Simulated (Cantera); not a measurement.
SiO2 + C + H2 (carbothermic reduction)

A closed system holds: 1 mol SiO2, 0.32 mol C, 12 mol H2, at 1302 °C and 0.00170 bar.

Method: chemical equilibrium by Gibbs-energy minimisation in Cantera with the NASA 1993 tables (ideal gas, pure condensed phases). Candidate condensed phases: C, C6H6, C7H8, C8H18, H2O, Si, SiC, SiO2; 123 gas species. The tables hold silica as quartz up to 1696 K and as liquid above; real silica turns to tridymite and cristobalite and melts near 1996 K. Kinetics and transport are ignored.

The x(H2) is 0.948 and the x(SiO) is 0.0256. The x(CO) comes out as 0.0253 and the x(H) comes out as 0.000981. The x(H2O) is 0.000294, the x(CO2) is 2.70e-6 and the n(SiO2(β-quartz)) is 0.676 mol. The gas amount is 12.65 mol, the log10 activity of Si(s) (absent) comes out as -3.28 and the log10 activity of C(graphite) (absent) comes out as -3.85.
